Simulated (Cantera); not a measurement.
**Abatement and gas-phase synthesis: S + O2**

Feed: 1 mol S, 0.56 mol O2, held at 2075 K and 0.100 bar.

Cantera equilibrium calculation (NASA polynomials, part measured and part estimated; ideal gas, pure solids and liquids). Candidate condensed phases: S; 10 gas species. Equilibrium is a limit: real reactors are often held back by kinetics, nucleation or transport.

```
Quantity                             Result
-------------------------------  ----------
x(SO2)                                0.629
x(S2)                                 0.233
x(SO)                                 0.124
x(S)                                0.00779
x(S2O)                              0.00680
x(O2)                               2.10e-5
x(O)                                1.69e-5
x(SO3)                              4.18e-6
gas amount                       0.8068 mol
log10 activity of S(l) (absent)       -2.43
```
